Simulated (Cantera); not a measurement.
## Stirred combustor or abatement burner

A perfectly stirred reactor is fed with 6.04 % CH3OH, 19.7 % O2, 74.3 % N2, at 340000 Pa; it is adiabatic with a 550 K inlet, and is followed from long to short residence time, starting on the burning branch (τ in s: 0.029, 0.016, 0.0087, 0.0047, 0.0026, 0.0014, 0.00076, 0.00041, 0.00022, 0.00012, 6.6e-05, 3.6e-05).

Cantera simulation using GRI-Mech 3.0 (53 species, 325 reactions); the numbers are that mechanism's predictions, not measurements. GRI-Mech 3.0 was tuned for natural gas; its chemistry of methanol as a main component is partial and can be far from experiment.

```
τ (s)    T (K)  x CH3OH   x O2     x HCN    x HO2   x CH2O
-------  -----  -------  -----  --------  -------  -------
0.029     1653  9.41e-6  0.103  1.80e-11  5.63e-6  6.37e-6
0.016     1651  1.44e-5  0.103  2.19e-11  8.55e-6  9.86e-6
0.0087    1647  2.24e-5  0.104  2.76e-11  1.32e-5  1.55e-5
0.0047    1641  3.53e-5  0.104  3.64e-11  2.08e-5  2.47e-5
0.0026    1632  5.59e-5  0.104  4.97e-11  3.27e-5  3.96e-5
0.0014    1615  9.63e-5  0.105  7.14e-11  5.52e-5  6.86e-5
0.00076    550   0.0604  0.197    <1e-12   <1e-12   <1e-12
0.00041    550   0.0604  0.197    <1e-12   <1e-12   <1e-12
0.00022    550   0.0604  0.197    <1e-12   <1e-12   <1e-12
0.00012    550   0.0604  0.197    <1e-12   <1e-12   <1e-12
6.6e-5     550   0.0604  0.197    <1e-12   <1e-12   <1e-12
3.6e-5     550   0.0604  0.197    <1e-12   <1e-12   <1e-12
```
x: mole fraction; the columns are a selection and need not sum to one.
